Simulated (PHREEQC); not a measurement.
Consider water at 65 °C with 0.77 mol/kgw H2SO4, 0.013 mol/kgw FeCl3 and 0.018 mol/kgw MgCl2. Closed to the air; pH follows from the charge balance.

Model: ion-association model, wateq4f.dat, run in PHREEQC.

```tsv
quantity	before	after
pH	0.23	0.07
ionic strength (mol/kgw)	0.892	1.29
SO4-2 (mol/kgw)	0.0203	0.0240
```

Question: Which change was made?
A. temperature from 65 to 40 °C
B. H2SO4 replaced by NaHSO4 at the same molality
C. MgCl2 left out
D. FeCl3 replaced by KCl at the same molality
E. H2SO4 from 0.77 to 1.16 mol/kgw

Answer: E, H2SO4 from 0.77 to 1.16 mol/kgw

This is a speciation only: nothing precipitates in the calculation. The ionic strength passes 0.7 mol/kgw, the rough limit of the ion-association models, in every such run. Away from 25 °C the constants follow the database's enthalpies or fits; those with neither stay at their 25 °C values.
